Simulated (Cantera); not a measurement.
Input (Python, Cantera):

```python
import numpy as np
import cantera as ct

gas = ct.Solution("gri30.yaml")


def delay(T, t_max=10):
    gas.TPX = T, 640000, {'CH4': 1, 'H2': 1.1, 'O2': 1.96, 'N2': 7.38}
    reactor = ct.IdealGasReactor(gas, clone=False)
    net = ct.ReactorNet([reactor])
    net.rtol, net.atol = 1e-8, 1e-16
    while net.time < t_max:
        t_old, T_old = net.time, reactor.T
        net.step()
        if reactor.T > T + 400:  # ignition: a rise of 400 K
            return t_old + (T + 400 - T_old) / (reactor.T - T_old) * (net.time - t_old)
    return np.nan


taus = []
for T in [900, 1000, 1100, 1200, 1300, 1400, 1500, 1600, 1700]:
    taus.append(delay(T))
    print(f"T0 = {T:6g} K   tau = {taus[-1]:.4e} s")
```

Output:

```
T0 =    900 K   tau = 1.7864e-01 s
T0 =   1000 K   tau = 1.1303e-02 s
T0 =   1100 K   tau = 9.6475e-04 s
T0 =   1200 K   tau = 2.1111e-04 s
T0 =   1300 K   tau = 8.9307e-05 s
T0 =   1400 K   tau = 4.5520e-05 s
T0 =   1500 K   tau = 2.5136e-05 s
T0 =   1600 K   tau = 1.4717e-05 s
T0 =   1700 K   tau = 9.0703e-06 s
```

Detailed kinetics in Cantera: GRI-Mech 3.0 (53 species, 325 reactions). Below about 1000 K GRI-Mech 3.0 lacks low-temperature oxidation paths. Below about 950 K walls govern HO2 and H2O2 in real vessels.
